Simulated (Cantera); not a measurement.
**Hydrocarbon pyrolysis for carbon deposition**

A perfectly stirred reactor is fed with 7.69 % CH4, 92.3 % N2, at 85000 Pa; it is held at 1975 K, and followed from long to short residence time.

Computed with Cantera and GRI-Mech 3.0 (53 species, 325 reactions). GRI-Mech 3.0 stops at C3 and has no aromatics, soot or wall deposition, so with more carbon than oxygen in the feed, carbon stays in small species such as C2H2 where larger ones or solid carbon would form.

| τ (s) | x CH4 | x C2H6 | x CH2 | x HCN | x H | x C2H4 | x C2H |
|---|---|---|---|---|---|---|---|
| 0.65 | 0.00107 | 1.03e-7 | 5.27e-7 | 0.000681 | 0.000472 | 2.61e-5 | 2.67e-6 |
| 0.24 | 0.00178 | 2.78e-7 | 8.41e-7 | 0.000390 | 0.000460 | 2.93e-5 | 2.62e-6 |
| 0.090 | 0.00297 | 7.41e-7 | 1.31e-6 | 0.000216 | 0.000443 | 3.82e-5 | 2.52e-6 |
| 0.034 | 0.00497 | 1.96e-6 | 1.99e-6 | 0.000114 | 0.000417 | 6.27e-5 | 2.38e-6 |
| 0.012 | 0.00863 | 5.45e-6 | 2.99e-6 | 5.48e-5 | 0.000379 | 0.000137 | 2.15e-6 |
| 0.0046 | 0.0142 | 1.35e-5 | 4.15e-6 | 2.63e-5 | 0.000332 | 0.000318 | 1.88e-6 |
| 0.0017 | 0.0233 | 3.24e-5 | 5.51e-6 | 1.12e-5 | 0.000272 | 0.000774 | 1.50e-6 |
| 0.00064 | 0.0358 | 6.70e-5 | 6.70e-6 | 4.06e-6 | 0.000201 | 0.00169 | 1.05e-6 |
| 0.00024 | 0.0515 | 0.000108 | 6.97e-6 | 1.03e-6 | 0.000120 | 0.00278 | 5.21e-7 |
x: mole fraction; the columns are a selection and need not sum to one.
